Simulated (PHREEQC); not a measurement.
A solution holds 0.051 mol/kgw HF, 0.0024 mol/kgw NH4BF4, 0.0015 mol/kgw H4SiO4 and 0.0018 mol/kgw H3PO4, at 25 °C. Closed to the air; pH follows from the charge balance.

All values are PHREEQC results (ion-association model, phreeqc.dat), not measurements.

Precipitation was switched off in this run.

**Question.** What pH, ionic strength does the model give?

**Answer.** pH 2.13; ionic strength 0.0121 mol/kgw.

**Question.** In which forms is P present?

**Answer.** H2PO4- 51 %, H3PO4 49 % of the P.

Complexes and solids missing from the database can't appear. SiF6-2 is the database's only silicon fluoride. Real BF4- forms and hydrolyses slowly; the run takes it at equilibrium.
